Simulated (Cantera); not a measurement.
A closed system holds: 1 mol CH₃Cl, 0.0086 mol CH₄, a varied amount of H₂, equilibrated at 1973 K and 10000 Pa.

Equilibrium computed with Cantera from the NASA thermochemical tables; the gas is ideal and each condensed phase is pure. Candidate condensed phases: C, C₆H₆, C₇H₈, C₈H₁₈; 91 gas species. Rates play no part.

x: gas mole fraction; n: condensed amount in mol.

```csv
n(H₂) (mol),x H₂,x HCl,x H,x Cl,x C₂H₂ (acetylene),x CH₄,n C(graphite)
0.4,0.584,0.411,0.00326,0.00172,0.000374,1.56e-5,1.01
0.75,0.636,0.359,0.00340,0.00144,0.000407,1.84e-5,1.01
1.4,?,?,0.00358,?,?,?,1.01
2.7,0.784,0.211,0.00378,0.000759,0.000502,2.81e-5,1.00
5.2,0.857,0.138,0.00395,0.000475,0.000549,3.35e-5,1.00
9.9,0.912,?,0.00407,?,0.000584,?,0.994
19,0.948,0.0473,0.00415,0.000155,0.000607,4.10e-5,0.982
```

Task: Complete the blanks.

Result: 
- 1.4, x H₂: 0.704
- 1.4, x HCl: 0.291
- 1.4, x Cl: 0.00111
- 1.4, x C₂H₂ (acetylene): 0.000451
- 1.4, x CH₄: 2.26e-5
- 9.9, x HCl: 0.0835
- 9.9, x Cl: 0.000279
- 9.9, x CH₄: 3.79e-5
